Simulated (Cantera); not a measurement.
Input: 1 mol CF₄, 0.16 mol Si, at 1273 K and 1200 Pa.

Method: chemical equilibrium by Gibbs-energy minimisation in Cantera with the NASA 1993 tables (ideal gas, pure condensed phases). Candidate condensed phases: C, Si, SiC; 23 gas species. Gases not in the tables: C₂F₆ and larger saturated fluorocarbons. Equilibrium is a limit: real reactors are often held back by kinetics, nucleation or transport.

Base state: CF₄ 0.840, SiF₄ 0.160 (mole fractions); condensed: C(graphite).

Problem. What changes in the equilibrium state with this change: Si from 0.16 to 0.049 mol?

Solution. 
| species | before | after |
|---|---|---|
| CF₄ | 0.840 | 0.951 |
| SiF₄ | 0.160 | 0.0490 |
| C(graphite), mol | 0.160 | 0.0490 |

Problem. What changes in the equilibrium state with this change: CF₄ replaced by CH₃Cl?

Solution. 
| species | before | after |
|---|---|---|
| H₂ | 0 | 0.541 |
| HCl | 0 | 0.441 |
| SiCl₄ | 0 | 0.0134 |
| CF₄ | 0.840 | 0 |
| SiF₄ | 0.160 | 0 |
| SiCl₂ | 0 | 0.00238 |
| SiCl₃ | 0 | 0.00221 |
| C(graphite), mol | 0.160 | 0.877 |
| SiC(s), mol | 0 | 0.123 |
The tables' values for SiCl₃ are old estimates; treat these amounts as uncertain. Further candidate phases: C₆H₆, C₇H₈, C₈H₁₈.
